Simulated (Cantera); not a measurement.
An adiabatic, constant-volume homogeneous reactor starts with C3H8 : O2 : N2 = 1 : 10.6 : 40 (molar parts), at 1525 K and 710000 Pa. Integrator tolerance rtol = 1e-08.

Model: GRI-Mech 3.0 (53 species, 325 reactions), integrated in Cantera. GRI-Mech 3.0 was tuned for natural gas; its chemistry of propane as a main component is partial and can be far from experiment.

Question: What does this change do: pressure from 710000 Pa to 1000000 Pa?

Answer: 
```csv
quantity,before,after
time of steepest temperature rise,17.3 µs,14.4 µs
temperature at 0.400 s,2650 K,2659 K
equilibrium temperature,2650 K,2659 K
x(C3H8) at 0.400 s,<1e-12 (gas-phase equilibrium <1e-12),<1e-12 (gas-phase equilibrium <1e-12)
x(O2) at 0.400 s,0.0951 (gas-phase equilibrium 0.0951),0.0951 (gas-phase equilibrium 0.0951)
x(NO) at 0.400 s,0.0194 (gas-phase equilibrium 0.0194),0.0196 (gas-phase equilibrium 0.0196)
x(CO) at 0.400 s,0.00377 (gas-phase equilibrium 0.00377),0.00334 (gas-phase equilibrium 0.00334)
x(NO2) at 0.400 s,3.55e-5 (gas-phase equilibrium 3.55e-5),4.24e-5 (gas-phase equilibrium 4.24e-5)
x(HCO) at 0.400 s,2.01e-9 (gas-phase equilibrium 2.01e-9),2.03e-9 (gas-phase equilibrium 2.03e-9)
x(CH3) at 0.400 s,<1e-12 (gas-phase equilibrium <1e-12),<1e-12 (gas-phase equilibrium <1e-12)
```
